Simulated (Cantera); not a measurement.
A perfectly stirred reactor is fed with N2O : H2O = 1 : 0.025 (molar parts), at 0.670 bar; it is held at 1575 K, and followed from long to short residence time.

Detailed kinetics in Cantera: GRI-Mech 3.0 (53 species, 325 reactions). GRI-Mech 3.0 was tuned for natural gas; its chemistry of N2O as a main component is partial and can be far from experiment. The temperature is held fixed by assumption; the heat of reaction is taken as removed at once.

Task: What does this change do: pressure from 0.670 bar to 0.133 bar?

Result: 
```tsv
quantity	before	after
x(N2O) at τ = 0.770 s	0.0135	0.0464
x(H2O) at τ = 0.770 s	0.0164	0.0166
x(O2) at τ = 0.770 s	0.287	0.249
x(HO2) at τ = 0.770 s	3.69e-7	2.62e-7
x(N2) at τ = 0.770 s	0.611	0.561
x(N2O) at τ = 24.0 ms	0.238	0.573
x(H2O) at τ = 24.0 ms	0.0182	0.0209
x(O2) at τ = 24.0 ms	0.194	0.102
x(HO2) at τ = 24.0 ms	1.41e-6	3.84e-6
x(N2) at τ = 24.0 ms	0.442	0.237
```

Task: What does this change do: H2O 0.025 to 0.18 parts?

Result: 
| quantity | before | after |
|---|---|---|
| x(N2O) at τ = 0.770 s | 0.0135 | 0.00897 |
| x(H2O) at τ = 0.770 s | 0.0164 | 0.107 |
| x(O2) at τ = 0.770 s | 0.287 | 0.271 |
| x(HO2) at τ = 0.770 s | 3.69e-7 | 9.42e-7 |
| x(N2) at τ = 0.770 s | 0.611 | 0.566 |
| x(N2O) at τ = 24.0 ms | 0.238 | 0.165 |
| x(H2O) at τ = 24.0 ms | 0.0182 | 0.116 |
| x(O2) at τ = 24.0 ms | 0.194 | 0.200 |
| x(HO2) at τ = 24.0 ms | 1.41e-6 | 3.72e-6 |
| x(N2) at τ = 24.0 ms | 0.442 | 0.440 |

Task: What does this change do: temperature 1575 to 1000 K?

Result: 
```tsv
quantity	before	after
x(N2O) at τ = 0.770 s	0.0135	0.970
x(H2O) at τ = 0.770 s	0.0164	0.0243
x(O2) at τ = 0.770 s	0.287	0.00164
x(HO2) at τ = 0.770 s	3.69e-7	2.37e-7
x(N2) at τ = 0.770 s	0.611	0.00342
x(N2O) at τ = 24.0 ms	0.238	0.975
x(H2O) at τ = 24.0 ms	0.0182	0.0244
x(O2) at τ = 24.0 ms	0.194	5.11e-5
x(HO2) at τ = 24.0 ms	1.41e-6	4.34e-7
x(N2) at τ = 24.0 ms	0.442	0.000106
```
The mechanism lacks the step 2 NO + O2 → 2 NO2, which can matter for NO2 below about 1400 K.
